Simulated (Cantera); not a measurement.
SF6 + SO2 + H2 (abatement and gas-phase synthesis)

Feed: 1 mol SF6, 0.11 mol SO2, 0.39 mol H2, equilibrated at 10.0 Torr.

Method: chemical equilibrium by Gibbs-energy minimisation in Cantera with the NASA 1993 tables (ideal gas, pure condensed phases). Candidate condensed phases: H2O, H2SO4, S; 71 gas species. Ions and electrons are included (thermal ionisation). The tables' values for SOF2, SF3, S2F2 (SSF2), FS2F (FSSF) are old estimates; treat these amounts as uncertain. Kinetics and transport are ignored.

```
T (K)    x F     x SF2      x HF       x S       x H      x SF      x S2       x O      x SO    x SOF2     x SO2
-----  -----  --------  --------  --------  --------  --------  --------  --------  --------  --------  --------
2000   0.633     0.161     0.152  0.000760   1.96e-8    0.0116  0.000761   1.75e-5   0.00532    0.0127    0.0125
2250   0.726    0.0374     0.125    0.0199   7.23e-7    0.0330    0.0285   9.44e-5    0.0214  0.000583   0.00656
2500   0.748   0.00226     0.115    0.0623   1.52e-5    0.0159    0.0269  0.000639    0.0261   1.70e-5   0.00276
2750   0.738  0.000137     0.111     0.104  0.000199   0.00555    0.0111   0.00375    0.0247   7.01e-7   0.00133
3000   0.727   1.07e-5     0.107     0.129   0.00170   0.00185   0.00349    0.0136    0.0158   3.28e-8  0.000405
3250   0.720   1.12e-6    0.0964     0.142   0.00973  0.000669   0.00109    0.0237   0.00584   1.33e-9   4.67e-5
3500   0.723   1.56e-7    0.0692     0.144    0.0337  0.000263  0.000351    0.0273   0.00165  5.80e-11   3.45e-6
3750   0.731   2.75e-8    0.0343     0.141    0.0651  0.000114  0.000123    0.0275  0.000476  3.37e-12   2.79e-7
4000   0.737   6.00e-9    0.0134     0.138    0.0840   5.47e-5   4.90e-5    0.0273  0.000158    <1e-12   2.99e-8
4250   0.739   1.56e-9   0.00506     0.137    0.0915   2.87e-5   2.21e-5    0.0272   6.03e-5    <1e-12   4.21e-9
4500   0.739  4.71e-10   0.00203     0.137    0.0943   1.62e-5   1.10e-5    0.0271   2.58e-5    <1e-12  7.42e-10
4750   0.739  1.61e-10  0.000879     0.137    0.0953   9.65e-6   5.88e-6    0.0271   1.20e-5    <1e-12  1.57e-10
5000   0.739  6.08e-11  0.000411     0.136    0.0958   6.06e-6   3.34e-6    0.0271   6.07e-6    <1e-12  3.87e-11
```
x: gas mole fraction; nothing condenses.

From 2000 K to 5000 K nothing is condensed.
